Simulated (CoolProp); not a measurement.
Vapour-liquid equilibrium of carbon dioxide (1) + R143a (2) at -27.55 °C; x and y are mole fractions of (1).

Model: multi-fluid Helmholtz-energy mixture model, Span 1996 and Lemmon and Jacobsen 2000; pair parameters Bell 2016, in CoolProp.

```json
[
 {"x": "0.05", "bubble pressure, mixture model (MPa)": "0.2909", "bubble pressure, Raoult's law (MPa)": "0.3024", "y, mixture model": "0.213", "y, Raoult's law": "0.256"},
 {"x": "0.2", "bubble pressure, mixture model (MPa)": "0.4902", "bubble pressure, Raoult's law (MPa)": "0.4992", "y, mixture model": "0.591", "y, Raoult's law": "0.621"},
 {"x": "0.35", "bubble pressure, mixture model (MPa)": "0.7132", "bubble pressure, Raoult's law (MPa)": "0.6960", "y, mixture model": "0.761", "y, Raoult's law": "0.779"},
 {"x": "0.5", "bubble pressure, mixture model (MPa)": "0.9270", "bubble pressure, Raoult's law (MPa)": "0.8928", "y, mixture model": "0.849", "y, Raoult's law": "0.867"},
 {"x": "0.65", "bubble pressure, mixture model (MPa)": "1.120", "bubble pressure, Raoult's law (MPa)": "1.090", "y, mixture model": "0.903", "y, Raoult's law": "0.924"},
 {"x": "0.8", "bubble pressure, mixture model (MPa)": "1.299", "bubble pressure, Raoult's law (MPa)": "1.286", "y, mixture model": "0.945", "y, Raoult's law": "0.963"},
 {"x": "0.95", "bubble pressure, mixture model (MPa)": "1.483", "bubble pressure, Raoult's law (MPa)": "1.483", "y, mixture model": "0.985", "y, Raoult's law": "0.992"}
]
```

The largest gap from Raoult's law is -3.8 % in bubble pressure, at x = 0.05. No azeotrope shows between x = 0.05 and 0.95.

Pair parameters are fitted to limited data, so mixtures are less certain than the pure fluids. The gap from Raoult's law changes sign with composition, which may be real or a fault of the pair parameters; it wasn't checked against measurements.
